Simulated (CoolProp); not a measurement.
Saturation properties of CH2F2 (R32).

Values from CoolProp's reference Helmholtz-energy equation of state, Tillner-Roth 1997.

```tsv
T (K)	p (bar)	enthalpy of vaporisation (kJ/kg)	liquid cp (kJ/(kg K))
244.8	…	354.8	1.636
250.8	3.710	347.1	1.653
256.8	4.647	339.1	1.673
262.8	5.756	330.8	…
268.8	7.057	322.0	1.723
274.8	8.569	312.7	1.754
280.8	10.32	…	1.790
286.8	12.32	292.5	1.832
292.8	14.60	281.4	1.883
298.8	17.19	269.6	1.944
304.8	20.11	256.8	2.020
310.8	23.39	242.9	2.117
316.8	27.06	227.6	2.246
322.8	31.16	210.7	2.426
```

Question: Fill in the missing entries.

Answer: 
- 244.8, p (bar): 2.926
- 262.8, liquid cp (kJ/(kg K)): 1.697
- 280.8, enthalpy of vaporisation (kJ/kg): 302.9

It boils at 221.5 K under 1 atm.
